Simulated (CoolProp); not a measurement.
Saturation properties of dodecamethylcyclohexasiloxane (D6).

The numbers come from the reference Helmholtz-energy equation of state, Colonna 2008 in CoolProp. It is a short technical equation, of lower accuracy than the large ones.

```tsv
T (K)	p (bar)	vapour density (kg/m³)	enthalpy of vaporisation (kJ/kg)	liquid cp (kJ/(kg K))	surface tension (mN/m)
335.4	0.0006960	0.01111	147.6	1.643	15.9
366.6	0.004886	0.07141	139.1	1.706	13.4
397.9	0.02316	0.3130	131.0	1.771	11.1
429.1	0.08122	1.026	123.1	1.836	8.95
460.4	0.2285	2.737	115.1	1.902	6.98
491.6	0.5404	6.250	106.8	1.968	5.21
522.9	1.126	12.87	97.56	2.039	3.63
554.1	2.121	24.73	86.90	2.119	2.27
585.4	3.720	46.39	73.49	2.228	1.17
616.6	6.175	89.60	54.52	2.439	0.366
```

It boils at 518.1 K under 1 atm.

Surface tension comes from a separate correlation (Mulero 2014).
